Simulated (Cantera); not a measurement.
What does this Cantera script print?

```python
import numpy as np
import cantera as ct

gas_names = """
    H HNO HNO2 HNO3 HO2 H2 H2O H2O2 N NH NH2 NH3 NH2OH NO NO2 NO3 N2 N2H2 N2H4 N2O O OH O2 O3 Si SiH
    SiH2 SiH3 SiH4 SiN SiO SiO2 Si2 Si2N Si3
""".split()
cond_names = """
    H2O(s) H2O(L) Si(cr) Si(L) SiO2(Lqz) SiO2(hqz) SiO2(L) Si2N2O(s) Si3N4(a)
""".split()


def load(file, names, dense=False):
    # The tables refer to 1 bar. Condensed volumes are neglected.
    table = {s.name: s for s in ct.Species.list_from_file(file)}
    out = []
    for n in names:
        d = dict(table[n].input_data)
        d["thermo"] = dict(d["thermo"], **{"reference-pressure": 1e5})
        if dense:
            d["equation-of-state"] = {"model": "constant-volume", "density": "1e6 g/cm^3"}
        out.append(ct.Species.from_dict(d))
    return out


gas = ct.Solution(thermo="ideal-gas", species=load("nasa_gas.yaml", gas_names))
cond = {s.name: ct.Solution(thermo="fixed-stoichiometry", species=[s], name=s.name)
        for s in load("nasa_condensed.yaml", cond_names, dense=True)}
atoms = {
    'Si3N4': {'Si': 3, 'N': 4},
    'H2O': {'H': 2, 'O': 1},
    'H2': {'H': 2},
}
top_T = {'Si2N2O(s)': 2100, 'Si3N4(a)': 2400}  # K; cautious upper limits of use, not melting points


def equilibrate(T, P, feed):
    n = {}
    for name, mol in feed.items():
        for a, k in atoms[name].items():
            n[a] = n.get(a, 0.0) + k * mol
    gas.TPX = T, P, n
    mass = sum(n.values()) * gas.mean_molecular_weight
    gas.equilibrate("TP")
    valid = [c for c in cond.values() if c.min_temp <= T <= top_T.get(c.name, c.max_temp)]
    mix = ct.Mixture([(gas, mass / gas.mean_molecular_weight)] + [(c, 0.0) for c in valid])
    mix.T, mix.P = T, P
    mix.equilibrate("TP", solver="vcs", rtol=1e-11, max_steps=5000)
    return mix


results = []
feed = {'Si3N4': 1, 'H2O': 0.26, 'H2': 1.3}  # mol
T = 1623  # K
P = 12000  # Pa
mix = equilibrate(T, P, feed)
results.append((T, P, feed, dict(zip(mix.species_names, mix.species_moles))))
x = sorted(zip(gas.X, gas.species_names), reverse=True)
print(f"T = {T:g} K  P = {P:g} Pa  gas = {mix.phase_moles(0):.4g} mol")
print("   x: " + "  ".join(f"{s} {v:.3e}" for v, s in x if v > 0.001))
print("   condensed (mol): " + ("  ".join(f"{mix.phase(i).name} {mix.phase_moles(i):.4g}"
      for i in range(1, mix.n_phases) if mix.phase_moles(i) > 1e-12) or "none"))
```

Output:

```
T = 1623 K  P = 12000 Pa  gas = 1.647 mol
   x: H2 9.471e-01  N2 5.264e-02
   condensed (mol): Si2N2O(s) 0.2599  Si3N4(a) 0.8267
```

Cantera equilibrium calculation (NASA polynomials, part measured and part estimated; ideal gas, pure solids and liquids). Mutual solubility and eutectic melting of coexisting phases are not modelled.
